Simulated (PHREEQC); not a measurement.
Phosphoric acid bath: an equilibrium model

Solution (49 °C): 88 mmol/kgw H3PO4, 35 mmol/kgw HNO3 and 0.5 mmol/kgw H4SiO4. Closed to the air; pH follows from the charge balance.

Computed with PHREEQC (ion-association model, phreeqc.dat).

Precipitation was switched off in this run.

**Question.** Estimate the pH, specific conductance.

**Answer.** pH 1.40; specific conductance 26900 µS/cm.

**Question.** In which forms is P present?

**Answer.** H3PO4 86 %, H2PO4- 14 % of the P.

Examples of supersaturated solids here: Quartz (slow to form). Others may be too. Complexes and solids missing from the database can't appear. At this temperature some constants are extrapolated from 25 °C, and those without enthalpy data are left unchanged.
